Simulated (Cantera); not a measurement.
Mixture: CH4 : H2 : O2 : N2 = 1 : 0.56 : 2.59 : 9.74 (molar parts), at 10.9 atm, adiabatic and at constant volume. Ignition delay is the time to a rise of 400 K.

Detailed kinetics in Cantera: GRI-Mech 3.0 (53 species, 325 reactions).

Q: What does this change do: O2 2.59 to 0.91 parts?

A: 
| quantity | before | after |
|---|---|---|
| delay at 1100 K | 1.41 ms | 2.39 ms |
| delay at 1175 K | 0.403 ms | 1.14 ms |
| delay at 1250 K | 0.170 ms | 0.668 ms |
| delay at 1325 K | 90.2 µs | 0.415 ms |
| delay at 1400 K | 53.0 µs | 0.259 ms |
| delay at 1475 K | 32.7 µs | 0.159 ms |
| apparent activation energy between 1325 and 1475 K | 110 kJ/mol | 100 kJ/mol |
